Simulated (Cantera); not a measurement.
An adiabatic, constant-pressure homogeneous reactor starts with H2 : O2 : N2 : CO2 = 1 : 0.238 : 0.895 : 0.052 (molar parts), equivalence ratio 2.1, at 1225 K and 1000000 Pa.

Model: GRI-Mech 3.0 (53 species, 325 reactions), integrated in Cantera. The hydrogen kinetics of GRI-Mech 3.0 are dated; newer H2 mechanisms differ, most at raised pressure.

One state of this run: T (K) = 2682; x H2 = 0.242; x O2 = 2.19e-5; x NO2 = 5.82e-9; x HO2 = 6.63e-8; x N2O = 3.25e-8; x NO = 0.000242. x: mole fraction; the columns are a selection and need not sum to one.

Problem. Which value of t (s) does it belong to?
(A) 0.000106
(B) 7.52e-6
(C) 0.000399
(D) 0.0798

Solution. D, 0.0798
